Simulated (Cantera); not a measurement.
# Gas-phase reforming

An isothermal, constant-pressure homogeneous reactor starts with CH₄ : CO₂ : H₂ = 1 : 0.86 : 0.85 (molar parts), at 1950 K and 3750 Torr.

Model: GRI-Mech 3.0 (53 species, 325 reactions), integrated in Cantera.

| t (s) | x CH₄ | x CO₂ | x H₂ | x O₂ | x HO₂ |
|---|---|---|---|---|---|
| 2.00e-5 | 0.331 | 0.304 | 0.332 | 5.75e-11 | 3.12e-12 |
| 0.000132 | 0.201 | 0.227 | 0.403 | 2.87e-10 | 5.05e-12 |
| 0.000865 | 0.0536 | 0.0577 | 0.410 | 6.55e-10 | 4.26e-12 |
| 0.00569 | 0.0203 | 0.0187 | 0.465 | 3.40e-10 | 1.63e-12 |
| 0.0374 | 0.0114 | 0.00702 | 0.553 | 4.26e-11 | <1e-12 |
| 0.246 | 0.00606 | 0.000720 | 0.598 | <1e-12 | <1e-12 |
| 1.62 | 0.00539 | 3.80e-6 | 0.603 | <1e-12 | <1e-12 |
| 10.6 | 0.00539 | 3.72e-6 | 0.603 | <1e-12 | <1e-12 |
| 70.0 | 0.00539 | 3.72e-6 | 0.603 | <1e-12 | <1e-12 |
x: mole fraction; the columns are a selection and need not sum to one.

Equilibrium at this temperature and pressure: CH₄ 0.00539, CO₂ 3.78e-6, H₂ 0.603, O₂ <1e-12, HO₂ <1e-12 (gas phase only).
